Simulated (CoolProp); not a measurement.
Vapour-liquid equilibrium of R1234ze(E) (1) + R227EA (2) at 424 kPa; x and y are mole fractions of (1).

The numbers come from the multi-fluid Helmholtz-energy mixture model, Thol 2016 and Lemmon 2016; pair parameters Bell 2023 in CoolProp.

| x | bubble temperature (K) | y at the bubble point | dew temperature at overall composition x (K) | liquid density (mol/L) |
|---|---|---|---|---|
| 0.05 | 295.6 | 0.057 | 295.6 | 8.304 |
| 0.2 | 294.9 | 0.220 | 295.0 | 8.575 |
| 0.35 | 294.2 | 0.374 | 294.3 | 8.862 |
| 0.5 | 293.7 | 0.521 | 293.8 | 9.167 |
| 0.65 | 293.3 | 0.664 | 293.3 | 9.492 |
| 0.8 | 293.0 | 0.806 | 293.0 | 9.841 |
| 0.95 | 292.9 | 0.950 | 292.9 | 10.22 |

No azeotrope shows between x = 0.05 and 0.95.

Pair parameters are fitted to limited data, so mixtures are less certain than the pure fluids.
